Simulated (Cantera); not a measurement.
An isothermal, constant-pressure homogeneous reactor starts with 2.82 % CH4, 97.2 % H2, at 1748 K and 0.0550 bar.

Cantera simulation using GRI-Mech 3.0 (53 species, 325 reactions); the numbers are that mechanism's predictions, not measurements. GRI-Mech 3.0 stops at C3 and has no aromatics, soot or wall deposition, so with more carbon than oxygen in the feed, carbon stays in small species such as C2H2 where larger ones or solid carbon would form.

Task: Predict: x(CH4) at 3.00 s; x(H2) at 3.00 s; x(CH3) at 3.00 s; x(C2H4) at 3.00 s; x(C2H) at 3.00 s; x(H) at 3.00 s; x(C2H2) at 3.00 s.

Result: 
```json
{
  "x(CH4) at 3.00 s": "0.00187 (gas-phase equilibrium 0.000535)",
  "x(H2) at 3.00 s": "0.984 (gas-phase equilibrium 0.985)",
  "x(CH3) at 3.00 s": "3.71e-5 (gas-phase equilibrium 1.07e-5)",
  "x(C2H4) at 3.00 s": "2.35e-5 (gas-phase equilibrium 2.44e-5)",
  "x(C2H) at 3.00 s": "8.72e-8 (gas-phase equilibrium 9.24e-8)",
  "x(H) at 3.00 s": "0.000966 (gas-phase equilibrium 0.000974)",
  "x(C2H2) at 3.00 s": "0.0127 (gas-phase equilibrium 0.0134)"
}
```
